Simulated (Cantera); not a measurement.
A Cantera script and its output.

```python
import numpy as np
import cantera as ct

gas = ct.Solution("h2o2.yaml")
gas.TPX = 350, 10000, {'H2': 1, 'O2': 0.417, 'N2': 1.57, 'H2O': 0.079}
flame = ct.FreeFlame(gas, width=0.2)
flame.set_refine_criteria(ratio=3, slope=0.08, curve=0.16)
flame.transport_model = "mixture-averaged"
flame.solve(loglevel=0, auto=True)
z, T = flame.grid, flame.T
thick = (T[-1] - T[0]) / np.gradient(T, z).max()
show = ['H2', 'O2', 'HO2', 'H2O', 'H', 'H2O2']
print(f"laminar burning velocity  {flame.velocity[0] * 100:.3f} cm/s")
print(f"burnt temperature         {T[-1]:.1f} K")
print(f"thermal thickness         {thick * 1e3:.4f} mm")
print(f"grid points               {len(z)}")
z0 = z[flame.heat_release_rate.argmax()]
print(f"{'z/mm':>9s}{'T/K':>9s}{'u/(m/s)':>9s}" + "".join(f"{s:>11s}" for s in show))
rows = []
for k in (-3, -2, -1.5, -1, -0.5, -0.25, 0, 0.25, 0.5, 1, 2, 4, 8):
    zz = z0 + k * thick
    rows.append([k * thick, np.interp(zz, z, T), np.interp(zz, z, flame.velocity),
                 *(np.interp(zz, z, flame.X[gas.species_index(s)]) for s in show)])
    print(f"{rows[-1][0] * 1e3:9.3f}{rows[-1][1]:9.1f}{rows[-1][2]:9.3f}" + "".join(f"{x:11.3e}" for x in rows[-1][3:]))
```

Output:

```
laminar burning velocity  258.658 cm/s
burnt temperature         2288.5 K
thermal thickness         7.8054 mm
grid points               138
     z/mm      T/K  u/(m/s)         H2         O2        HO2        H2O          H       H2O2
  -23.416    350.0    2.587  3.262e-01  1.360e-01  5.135e-16  2.577e-02  1.174e-19 -3.502e-18
  -15.611    350.0    2.587  3.262e-01  1.360e-01  2.863e-14  2.577e-02  1.041e-17  2.477e-16
  -11.708    350.0    2.587  3.262e-01  1.360e-01  2.491e-12  2.577e-02  6.829e-16  2.298e-14
   -7.805    350.0    2.587  3.262e-01  1.360e-01  1.209e-09  2.577e-02  3.124e-12  1.168e-11
   -3.903    351.7    2.596  3.253e-01  1.361e-01  1.997e-05  2.582e-02  2.944e-06  6.318e-07
   -1.951    548.3    3.971  2.988e-01  1.323e-01  5.947e-05  4.021e-02  5.125e-03  2.281e-05
    0.000   1019.5    7.133  1.728e-01  9.019e-02  1.438e-05  1.355e-01  5.610e-02  3.913e-07
    1.951   1301.8    9.009  7.206e-02  2.845e-02  3.912e-06  2.479e-01  9.017e-02  5.817e-07
    3.903   1416.0    9.737  6.343e-02  1.937e-02  2.346e-06  2.649e-01  8.501e-02  5.336e-07
    7.805   1542.6   10.518  6.656e-02  1.671e-02  1.727e-06  2.714e-01  7.192e-02  3.761e-07
   15.611   1682.7   11.357  6.925e-02  1.401e-02  1.247e-06  2.794e-01  5.763e-02  2.109e-07
   31.222   1827.3   12.196  7.023e-02  1.104e-02  8.691e-07  2.894e-01  4.380e-02  1.086e-07
   62.443   1966.1   12.978  6.951e-02  8.027e-03  5.939e-07  3.007e-01  3.155e-02  5.777e-08
```

Model: the H2/O2 subset of GRI-Mech 3.0, which has no nitrogen chemistry, integrated in Cantera. Burning velocities carry a grid error of a few per cent, more on coarse grids.
